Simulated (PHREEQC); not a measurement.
Dissolve 0.0073 mol KH2PO4 and 0.015 mol Na2HPO4 per kg of water at 20 °C. Closed to the air; pH follows from the charge balance.

The numbers come from PHREEQC with the ion-association model, wateq4f.dat.

The pH is 7.27. The ionic strength is 0.0513 mol/kgw. The total alkalinity is 15.0 meq/kg.

```json
[
 {"species": "Na+", "molality": "0.0296", "activity": "0.0244", "log γ": "-0.085"},
 {"species": "HPO4-2", "molality": "0.0145", "activity": "0.00673", "log γ": "-0.334"},
 {"species": "H2PO4-", "molality": "0.00730", "activity": "0.00605", "log γ": "-0.082"},
 {"species": "K+", "molality": "0.00721", "activity": "0.00586", "log γ": "-0.090"},
 {"species": "NaHPO4-", "molality": "0.000386", "activity": "0.000320", "log γ": "-0.082"},
 {"species": "KHPO4-", "molality": "9.27e-5", "activity": "7.68e-5", "log γ": "-0.082"},
 {"species": "PO4-3", "molality": "2.85e-7", "activity": "5.05e-8", "log γ": "-0.752"},
 {"species": "OH-", "molality": "1.54e-7", "activity": "1.25e-7", "log γ": "-0.091"},
 {"species": "H+", "molality": "6.36e-8", "activity": "5.43e-8", "log γ": "-0.069"},
 {"species": "H3PO4", "molality": "4.49e-8", "activity": "4.55e-8", "log γ": "0.005"}
]
```

Precipitation was switched off in this run. Complexes and solids missing from the database can't appear. H3PO4, which wateq4f.dat lacks, is added to it with the constant of phreeqc.dat.
